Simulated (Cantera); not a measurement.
A freely propagating, adiabatic, planar premixed flame of CO : H2 : O2 : N2 = 1 : 0.22 : 0.871 : 3.28 (molar parts), unburnt at 375 K and 75.0 Torr; mixture-averaged transport, grid criteria slope 0.08 and curve 0.16, no radiation.

Computed with Cantera and GRI-Mech 3.0 (53 species, 325 reactions). Burning velocities carry a grid error of a few per cent, more on coarse grids.

Q: What does this change do: CO 1 to 1.3 parts?

A: 
```csv
quantity,before,after
laminar burning velocity,77.1 cm/s,89.1 cm/s
thermal thickness,11.7 mm,12.3 mm
peak x(O),0.0197,0.0231
peak x(HO2),8.83e-5,8.98e-5
```

Q: What does this change do: inlet temperature 375 to 500 K?

A: 
```csv
quantity,before,after
laminar burning velocity,77.1 cm/s,130 cm/s
thermal thickness,11.7 mm,13.9 mm
peak x(O),0.0197,0.0228
peak x(HO2),8.83e-5,5.58e-5
```

Q: What does this change do: inlet temperature 375 to 550 K?

A: 
| quantity | before | after |
|---|---|---|
| laminar burning velocity | 77.1 cm/s | 158 cm/s |
| thermal thickness | 11.7 mm | 14.7 mm |
| peak x(O) | 0.0197 | 0.0242 |
| peak x(HO2) | 8.83e-5 | 4.58e-5 |
